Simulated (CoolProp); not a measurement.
c-C4F8 (RC318) at 304.23 K and 5.82 MPa is throttled through a valve to 3.35 MPa with no heat exchange. Each further row changes one setting.

Computed with CoolProp (reference Helmholtz-energy equation of state, Platzer 1990). This equation is an older, rougher fit; its heat capacities, sound speeds and derivatives of the liquid may be far off and weren't checked against measurements.

```tsv
case	temperature change (K)	final density (kg/m³)
as stated	(withheld)	(withheld)
outlet pressure 1 MPa	(withheld)	(withheld)
outlet pressure 4.36 MPa	(withheld)	(withheld)
```

Q: What belongs in the gaps?

A: 
- as stated, temperature change (K): +0.4
- as stated, final density (kg/m³): 1490
- outlet pressure 1 MPa, temperature change (K): +0.6
- outlet pressure 1 MPa, final density (kg/m³): 1480
- outlet pressure 4.36 MPa, temperature change (K): +0.2
- outlet pressure 4.36 MPa, final density (kg/m³): 1500
